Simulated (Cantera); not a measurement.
Equilibrium for silicon nitride deposition: Si₂Cl₆ + N₂

A closed system holds: 1 mol Si₂Cl₆, 0.57 mol N₂, equilibrated at 850 K and 0.300 Torr.

Cantera equilibrium calculation (NASA polynomials, part measured and part estimated; ideal gas, pure solids and liquids). Candidate condensed phases: Si, Si₃N₄; 13 gas species. The feed counts by its element totals alone. N₂ is the only nitrogen source here; it is nearly inert below about 1500 K, so the nitride shown seldom forms there in practice. The tables' values for SiCl₃ are old estimates; treat these amounts as uncertain. The numbers say what is thermodynamically allowed, not how fast it happens.

| Property | Value |
|---|---|
| x(SiCl₄) | 0.864 |
| x(N₂) | 0.136 |
| x(SiCl₃) | 8.57e-5 |
| n(Si₃N₄(s)) | 0.167 mol |
| gas amount | 1.737 mol |
| log10 activity of Si(s) (absent) | -6.64 |
